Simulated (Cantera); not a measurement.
A freely propagating, adiabatic, planar premixed flame of 15.4 % CH₃OH, 17.7 % O₂, 66.9 % N₂, unburnt at 300 K and 61000 Pa; mixture-averaged transport, grid criteria slope 0.08 and curve 0.16, no radiation.

Cantera simulation using GRI-Mech 3.0 (53 species, 325 reactions); the numbers are that mechanism's predictions, not measurements. GRI-Mech 3.0 was tuned for natural gas; its chemistry of methanol as a main component is partial and can be far from experiment. Burning velocities carry a grid error of a few per cent, more on coarse grids.

x: mole fraction of selected species; z is measured from the peak of heat release.

```
z (mm)  T (K)  u (m/s)   x CH₃OH     x O₂   x C₂H₆    x HCN     x CH₃       x O
------  -----  -------  --------  -------  -------  -------  --------  --------
-1.26     300    0.566     0.154    0.177    <1e-8    <1e-8     <1e-8     <1e-8
-0.843    302    0.573     0.153    0.176    <1e-8    <1e-8     <1e-8     <1e-8
-0.632    311    0.594     0.152    0.174    <1e-8    <1e-8     <1e-8     <1e-8
-0.422    389    0.755     0.146    0.167  2.59e-8    <1e-8     <1e-8     <1e-8
-0.211    819     1.67     0.108    0.130  3.72e-7  8.51e-8   3.66e-7   6.42e-8
-0.105   1219     2.57    0.0600   0.0924  9.45e-7  1.98e-7   1.89e-5   6.39e-6
0        1613     3.53       ___      ___      ___      ___       ___       ___
0.105    1753     3.87  0.000184   0.0300  1.56e-7  4.99e-7  0.000130   0.00146
0.211    1792     3.94   7.15e-7   0.0166    <1e-8  3.77e-7   1.34e-5   0.00214
0.422    1836     4.01     <1e-8  0.00733    <1e-8  1.59e-7   2.15e-7   0.00217
0.843    1883     4.08     <1e-8  0.00431    <1e-8  3.11e-8     <1e-8   0.00174
1.69     1935     4.18     <1e-8  0.00296    <1e-8    <1e-8     <1e-8   0.00121
3.37     1989     4.28     <1e-8  0.00178    <1e-8    <1e-8     <1e-8  0.000699
```

Question: Complete the blanks.

Answer: 
- 0, x CH₃OH: 0.0102
- 0, x O₂: 0.0535
- 0, x C₂H₆: 1.33e-6
- 0, x HCN: 3.85e-7
- 0, x CH₃: 0.000257
- 0, x O: 0.000280
